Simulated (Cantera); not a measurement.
What does this Cantera script print?

```python
import numpy as np
import cantera as ct

gas_names = [...]  # 92 gases of nasa_gas.yaml made of C, H, N
cond_names = """
    C(gr) C6H6(L) C7H8(L) C8H18(L),n-octa
""".split()


# ... load() reads the species with a 1 bar reference pressure and builds the phases ...
atoms = {
    'n-butane': {'C': 4, 'H': 10},
    'NH3': {'N': 1, 'H': 3},
    'H2': {'H': 2},
}
top_T = {'C(gr)': 4500}  # K; cautious upper limits of use, not melting points


# ... equilibrate(T, P, feed) seeds the gas with the atoms and calls Mixture.equilibrate('TP', solver="vcs", rtol=1e-11, max_steps=5000) ...
results = []
feed = {'n-butane': 1, 'NH3': 0.52, 'H2': 16}  # mol
T = 2323.15  # K
P = 1000  # Pa
mix = equilibrate(T, P, feed)
results.append((T, P, feed, dict(zip(mix.species_names, mix.species_moles))))
print(gas.report(threshold=0.001))
for i in range(1, mix.n_phases):
    print(f"{mix.phase(i).name:16s} {mix.phase_moles(i):12.5e} mol")
```

It prints:

```
       temperature   2323.2 K
          pressure   1000 Pa
           density   0.00012215 kg/m^3
  mean mol. weight   2.3593 kg/kmol
   phase of matter   gas

                          1 kg             1 kmol
                     ---------------   ---------------
          enthalpy        3.6614e+07        8.6385e+07  J
   internal energy        2.8427e+07        6.7069e+07  J
           entropy             98974        2.3351e+05  J/K
    Gibbs function       -1.9332e+08        -4.561e+08  J
 heat capacity c_p             14440             34069  J/K
 heat capacity c_v             10916             25754  J/K

                      mass frac. Y      mole frac. X     chem. pot. / RT
                     ---------------   ---------------   ---------------
    C2H2,acetylene          0.047063         0.0042644            -30.89
                 H          0.043681           0.10224            -12.35
               HCN          0.044923         0.0039217           -33.829
                H2           0.75203            0.8801           -24.701
                N2           0.10731         0.0090378           -36.768
     [  +87 minor]         0.0049908        0.00043331

C(gr)             3.69942e+00 mol
```

Cantera equilibrium calculation (NASA polynomials, part measured and part estimated; ideal gas, pure solids and liquids).
